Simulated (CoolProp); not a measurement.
n-octane at several states: Z from the reference equation and from simpler models built on Tc = 568.7 K, pc = 2.484 MPa, ω = 0.398; each cubic takes its own stable root.

The numbers come from the reference Helmholtz-energy equation of state, Beckmüller 2019 in CoolProp.

```csv
T (K),p (MPa),phase,reference
535.2,1.04,gas,0.7768
613.5,0.881,gas,0.8971
484.1,6.09,liquid,0.3192
442.7,1.81,liquid,0.09833
```

Q: How far does each simpler model (Redlich-Kwong, Soave-Redlich-Kwong) lie from the reference over these 4 states: mean and median of the absolute difference, and the worst?

A: 
- Redlich-Kwong: mean 11.9 %, median 11.8 %, worst +23.9 % at 442.7 K and 1.81 MPa
- Soave-Redlich-Kwong: mean 8.5 %, median 8.5 %, worst +16.0 % at 442.7 K and 1.81 MPa
